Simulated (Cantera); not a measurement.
An isothermal, constant-pressure homogeneous reactor starts with CH₄ : H₂O = 1 : 4 (molar parts), at 1973 K and 2.57 atm. Integrator tolerance rtol = 1e-08.

Computed with Cantera and GRI-Mech 3.0 (53 species, 325 reactions).

Question: What does this change do: temperature 1973 to 1475 K?

Answer: 
| quantity | before | after |
|---|---|---|
| x(CH₄) at 50.0 s | 9.31e-9 (gas-phase equilibrium 1.08e-8) | 0.0219 (gas-phase equilibrium 1.08e-6) |
| x(H₂O) at 50.0 s | 0.405 (gas-phase equilibrium 0.405) | 0.435 (gas-phase equilibrium 0.392) |
| x(CO) at 50.0 s | 0.119 (gas-phase equilibrium 0.119) | 0.0884 (gas-phase equilibrium 0.107) |
| x(CH₃) at 50.0 s | 2.31e-10 (gas-phase equilibrium 2.67e-10) | 5.50e-6 (gas-phase equilibrium 2.59e-10) |
| x(O₂) at 50.0 s | 1.72e-8 (gas-phase equilibrium 1.72e-8) | <1e-12 (gas-phase equilibrium <1e-12) |
| x(C₂H₆) at 50.0 s | <1e-12 (gas-phase equilibrium <1e-12) | 3.34e-6 (gas-phase equilibrium <1e-12) |
